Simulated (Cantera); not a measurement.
Charge: 1 mol MgCO3, 0.11 mol H2S, 1.3 mol CO2, held at 4.90 bar.

Cantera equilibrium calculation (NASA polynomials, part measured and part estimated; ideal gas, pure solids and liquids). Candidate condensed phases: C, C6H6, C7H8, C8H18, H2O, H2SO4, Mg, MgCO3, MgO, Mg(OH)2, MgS, MgSO4, S; 130 gas species. Gases not in the tables: S3 to S7. The numbers say what is thermodynamically allowed, not how fast it happens.

At 848 K, list the 7 most abundant gas species with their mole fractions, and the condensed phases.

CO2 0.934, H2S 0.0268, H2O 0.0185, COS 0.0141, CO 0.00442, S2 0.00226, H2 0.000271. Condensed: MgO(s).
